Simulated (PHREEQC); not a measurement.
## Polishing slurry liquid: an equilibrium model

A solution holds 0.56 mol HNO3 and 0.0024 mol KNO3 per kg of water, at 25 °C. It is in equilibrium with CO2 at log p = -1 (atm). Otherwise closed; pH follows from the charge balance.

The numbers come from PHREEQC with the ion-association model, wateq4f.dat.

| Quantity | Value |
|---|---|
| pH | 0.37 |
| ionic strength | 0.562 mol/kgw |
| activity of water | 0.981 |
| total alkalinity | -560 meq/kg |

```
species  molality  activity   log γ
-------  --------  --------  ------
NO3-        0.562     0.339  -0.220
H+          0.560     0.426  -0.119
CO2       0.00299   0.00341   0.056
K+        0.00240   0.00153  -0.197
HCO3-     5.09e-9   3.49e-9  -0.164
```

Precipitation was switched off in this run.
